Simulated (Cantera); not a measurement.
A closed system holds: 1 mol (CH3)2SiCl2, 2.4 mol HCl, 3.1 mol H2, equilibrated at 0.133 bar.

These are equilibrium values from Cantera (NASA tables, ideal gas, pure condensed phases), not measurements of a reactor. Candidate condensed phases: C, C6H6, C7H8, C8H18, Si, SiC; 109 gas species. The feed counts by its element totals alone. The tables' values for SiCl3 are old estimates; treat these amounts as uncertain. Kinetics and transport are ignored. All values below are at 1723 K.

Base state: H2 0.561, HCl 0.417, SiCl2 0.0179, SiCl3 0.00261, SiCl4 0.000716, H 0.000374, Cl 0.000215, SiHCl3 0.000198 (mole fractions); condensed: C(graphite) + SiC(s).

**Question.** What changes in the equilibrium state with this change: HCl from 2.4 to 0.34 mol?

**Answer.** 
| species | before | after |
|---|---|---|
| H2 | 0.561 | 0.694 |
| HCl | 0.417 | 0.297 |
| SiCl2 | 0.0179 | 0.00733 |
| SiCl4 | 0.000716 | 0.000121 |
| SiCl3 | 0.00261 | 0.000687 |
| C(graphite), mol | 1.20 | 1.06 |
| SiC(s), mol | 0.797 | 0.939 |
